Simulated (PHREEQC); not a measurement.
Consider water at 25 °C with 0.0015 mol/kgw CuSO4 and 0.03 mol/kgw H2SO4. Closed to the air; pH follows from the charge balance.

Equilibrium calculation in PHREEQC: ion-association model, phreeqc.dat.

Question: The ionic strength comes out as 0.0540 mol/kgw. What activity coefficients do HSO4-, SO4-2, Cu+2, H+ get?

Answer: HSO4- 0.82, SO4-2 0.45, Cu+2 0.47, H+ 0.85.

This is a speciation only: nothing precipitates in the calculation.
